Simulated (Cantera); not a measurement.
# Ignition delay

Mixture: 5.01 % CH4, 0.551 % CO, 19.8 % O2, 74.6 % N2, at 2.80 bar, adiabatic and at constant volume. Ignition delay is the time to a rise of 400 K.

Cantera simulation using GRI-Mech 3.0 (53 species, 325 reactions); the numbers are that mechanism's predictions, not measurements.

| T0 (K) | delay (ms) |
|---|---|
| 1025 | 194 |
| 1125 | 38.5 |
| 1225 | 9.28 |
| 1325 | 2.61 |
| 1425 | 0.846 |
| 1525 | 0.317 |
| 1625 | 0.136 |
| 1725 | 0.0661 |
| 1825 | 0.0354 |
| 1925 | 0.0205 |

```yaml
apparent activation energy between 1725 and 1925 K: 160 kJ/mol
```
